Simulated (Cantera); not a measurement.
A closed system holds: 1 mol SiHCl₃, 1.1 mol NH₃, a varied amount of N₂, held at 725 °C and 16.0 mbar.

These are equilibrium values from Cantera (NASA tables, ideal gas, pure condensed phases), not measurements of a reactor. Candidate condensed phases: NH₄Cl, Si, Si₃N₄; 28 gas species. Equilibrium is a limit: real reactors are often held back by kinetics, nucleation or transport.

Q: What share of the Si ends up in condensed phases as a function of n(N₂) (mol), at 5.2, 7.8, 12, 17, 26, 39, 58, 87?

A: 
```csv
n(N₂) (mol),Si condensed (%),as
5.2,78.2,Si₃N₄(s)
7.8,80.5,Si₃N₄(s)
12,82.9,Si₃N₄(s)
17,84.8,Si₃N₄(s)
26,87.0,Si₃N₄(s)
39,89.1,Si₃N₄(s)
58,90.9,Si₃N₄(s)
87,92.6,Si₃N₄(s)
```
